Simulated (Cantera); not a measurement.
Charge: 1 mol Al2O3, 0.012 mol HCl, 0.022 mol O2, held at 1600 K and 1.00 bar.

Equilibrium computed with Cantera from the NASA thermochemical tables; the gas is ideal and each condensed phase is pure. Candidate condensed phases: Al, AlCl3, Al2O3, H2O; 29 gas species. Gases not in the tables: Al(OH)3. The numbers say what is thermodynamically allowed, not how fast it happens.

Base state: O2 0.633, HCl 0.272, H2O 0.0422, Cl2 0.0322, Cl 0.0197, ClO 0.000342, OH 0.000152, HOCl 7.43e-5 (mole fractions); condensed: Al2O3(s).

Task: What changes in the equilibrium state with this change: 0.0041 mol NH3 added?

Result: 
```json
[
 {"species": "O2", "before": "0.633", "after": "0.478"},
 {"species": "HCl", "before": "0.272", "after": "0.282"},
 {"species": "H2O", "before": "0.0422", "after": "0.170"},
 {"species": "N2", "before": "0", "after": "0.0521"},
 {"species": "Cl2", "before": "0.0322", "after": "0.00750"},
 {"species": "Cl", "before": "0.0197", "after": "0.00952"},
 {"species": "AlCl3", "before": "1.12e-5", "after": "1.56e-6"},
 {"species": "NO", "before": "0", "after": "0.000750"},
 {"species": "ClO", "before": "0.000342", "after": "0.000143"},
 {"species": "OH", "before": "0.000152", "after": "0.000283"},
 {"species": "O", "before": "1.15e-5", "after": "1.00e-5"},
 {"species": "Al2O3(s), mol", "before": "1.00", "after": "1.00"}
]
```
Further candidate phases: AlN, NH4Cl.

Task: What changes in the equilibrium state with this change: 0.026 mol N2 added?

Result: 
| species | before | after |
|---|---|---|
| N2 | 0 | 0.434 |
| O2 | 0.633 | 0.356 |
| HCl | 0.272 | 0.157 |
| Cl2 | 0.0322 | 0.0153 |
| H2O | 0.0422 | 0.0221 |
| Cl | 0.0197 | 0.0136 |
| AlCl3 | 1.12e-5 | 5.63e-6 |
| NO | 0 | 0.00187 |
| HOCl | 7.43e-5 | 3.21e-5 |
| ClO | 0.000342 | 0.000177 |
| OH | 0.000152 | 9.49e-5 |
| O | 1.15e-5 | 8.65e-6 |
| Al2O3(s), mol | 1.00 | 1.00 |
Further candidate phases: AlN, NH4Cl.

Task: What changes in the equilibrium state with this change: pressure from 1.00 bar to 0.110 bar?

Result: 
| species | before | after |
|---|---|---|
| O2 | 0.633 | 0.628 |
| HCl | 0.272 | 0.283 |
| Cl | 0.0197 | 0.0396 |
| Cl2 | 0.0322 | 0.0143 |
| H2O | 0.0422 | 0.0341 |
| AlCl3 | 1.12e-5 | 5.79e-6 |
| O | 1.15e-5 | 3.47e-5 |
| HOCl | 7.43e-5 | 2.56e-5 |
| OH | 0.000152 | 0.000236 |
| Al2O3(s), mol | 1.00 | 1.00 |
